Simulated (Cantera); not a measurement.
**N2O furnace oxynitridation**

An isothermal, constant-pressure homogeneous reactor starts with 97.1 % N2O, 2.72 % H2O, 0.175 % N2, at 1500 K and 0.0330 bar.

Computed with Cantera and GRI-Mech 3.0 (53 species, 325 reactions). GRI-Mech 3.0 was tuned for natural gas; its chemistry of N2O as a main component is partial and can be far from experiment. Radical loss at walls, strong at low pressure, is not modelled. The temperature is held fixed by assumption; the heat of reaction is taken as removed at once.

```
t (s)      x N2O   x H2O    x H2O2      x O      x NO    x HO2
--------  ------  ------  --------  -------  --------  -------
4.00e-5    0.971  0.0272  1.48e-12  3.21e-5   4.42e-6  6.11e-9
0.000123   0.971  0.0272  9.65e-11  6.24e-5   3.07e-5  1.37e-7
0.000380   0.970  0.0272   3.87e-9  7.63e-5  0.000149  2.08e-6
0.00117    0.968  0.0271   7.29e-8  7.58e-5  0.000527  1.45e-5
0.00360    0.960  0.0270   1.53e-7  7.52e-5   0.00164  2.28e-5
0.0111     0.937  0.0268   8.52e-8  7.43e-5   0.00491  1.64e-5
0.0342     0.872  0.0262   3.70e-8  7.22e-5    0.0143  9.65e-6
0.105      0.706  0.0247   1.20e-8  6.98e-5    0.0383  4.12e-6
0.325      0.394  0.0218   3.52e-9  6.70e-5    0.0829  1.16e-6
1.00      0.0859  0.0190   1.42e-9  6.09e-5     0.125  1.83e-7
```
x: mole fraction; the columns are a selection and need not sum to one.

Equilibrium at this temperature and pressure: N2O 1.42e-8, H2O 0.0183, H2O2 3.94e-10, O 1.28e-5, NO 0.00140, HO2 4.92e-8 (gas phase only).
